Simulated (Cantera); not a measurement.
Input (Python, Cantera) and output of one run.

```python
import numpy as np
import cantera as ct

gas_names = """
    CL CL2 H HCL H2 Si SiCL SiCL2 SiCL3 SiCL4 SiH SiHCL3 SiH2 SiH2CL2 SiH3 SiH3CL SiH4 Si2 Si3
""".split()
cond_names = """
    Si(cr) Si(L)
""".split()


# ... load() reads the species with a 1 bar reference pressure and builds the phases ...
atoms = {
    'Si2Cl6': {'Si': 2, 'CL': 6},
    'Cl2': {'CL': 2},
    'H2': {'H': 2},
    'HCl': {'H': 1, 'CL': 1},
}
top_T = {}  # K; cautious upper limits of use, not melting points


# ... equilibrate(T, P, feed) seeds the gas with the atoms and calls Mixture.equilibrate('TP', solver="vcs", rtol=1e-11, max_steps=5000) ...
results = []
feed = {'Si2Cl6': 1, 'Cl2': 0.85, 'H2': 50, 'HCl': 0.62}  # mol
P = 100  # Pa
for T in [1223, 1273, 1323, 1373, 1423, 1473, 1523, 1573, 1623, 1673]:
    mix = equilibrate(T, P, feed)
    results.append((T, P, feed, dict(zip(mix.species_names, mix.species_moles))))

top = {s: max(r[3][s] / sum(r[3][g] for g in gas_names) for r in results) for s in gas_names}
cols = sorted((s for s in top if top[s] > 0.001), key=lambda s: -top[s])[:9]
seen = [c for c in cond_names if any(r[3].get(c, 0) > 1e-12 for r in results)]
print("log10 of partial pressures in bar; condensed amounts in mol")
print(f"{'T/K':>10s}" + "".join(f"{s[:9]:>10s}" for s in cols + seen))
for T, P, feed, n in results:
    ng = sum(n[g] for g in gas_names)
    print(f"{T:10.4g}" + "".join(f"{np.log10(max(n[s] / ng * P / 1e5, 1e-99)):10.3f}" for s in cols)
          + "".join(f"{n.get(c, 0):10.4g}" for c in seen))
```

It prints:

```
log10 of partial pressures in bar; condensed amounts in mol
       T/K        H2       HCL     SiCL2         H     SiCL3     SiCL4    Si(cr)
      1223    -3.056    -4.027    -4.611    -8.050    -5.756    -6.000    0.5042
      1273    -3.057    -4.024    -4.578    -7.675    -5.924    -6.454    0.4708
      1323    -3.057    -4.026    -4.557    -7.328    -6.094    -6.893    0.4369
      1373    -3.057    -4.029    -4.543    -7.006    -6.258    -7.308    0.4042
      1423    -3.057    -4.033    -4.531    -6.706    -6.413    -7.697    0.3733
      1473    -3.057    -4.038    -4.522    -6.426    -6.558    -8.060    0.3442
      1523    -3.057    -4.042    -4.514    -6.165    -6.695    -8.401    0.3164
      1573    -3.057    -4.047    -4.507    -5.919    -6.823    -8.720    0.2888
      1623    -3.057    -4.051    -4.502    -5.689    -6.944    -9.019    0.2585
      1673    -3.058    -4.056    -4.497    -5.472    -7.059    -9.302    0.2193
```

These are equilibrium values from Cantera (NASA tables, ideal gas, pure condensed phases), not measurements of a reactor. The feed counts by its element totals alone. The tables' values for SiCl3, SiCl are old estimates; treat these amounts as uncertain.
